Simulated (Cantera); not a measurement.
Standard-state values (1 bar) from the NASA 1993 polynomials, evaluated with Cantera. Values are per mole of reaction as written; species without (g) are pure solids or liquids, kept so even where they would boil at 1 bar.

2 Li(g) + O(g) ⇌ Li2O

```
T (K)  ΔH° (kJ)  ΔS° (J/K)  ΔG° (kJ)  log10 K
-----  --------  ---------  --------  -------
2748    -1038.6     -324.7    -146.3     2.78
2773    -1037.7     -324.4    -138.2     2.60
2798          ?          ?         ?        ?
2823    -1035.8     -323.7    -122.0     2.26
2848    -1034.9     -323.4    -113.9     2.09
2873    -1034.0     -323.1    -105.8     1.92
2898    -1033.1     -322.8     -97.8     1.76
2923    -1032.2     -322.4     -89.7     1.60
2948    -1031.3     -322.1     -81.6     1.45
2973    -1030.4     -321.8     -73.6     1.29
2998          ?          ?         ?        ?
```

Task: Complete the blanks.

Result: 
- 2798, ΔH° (kJ): -1036.7
- 2798, ΔS° (J/K): -324.0
- 2798, ΔG° (kJ): -130.1
- 2798, log10 K: 2.43
- 2998, ΔH° (kJ): -1029.5
- 2998, ΔS° (J/K): -321.5
- 2998, ΔG° (kJ): -65.5
- 2998, log10 K: 1.14
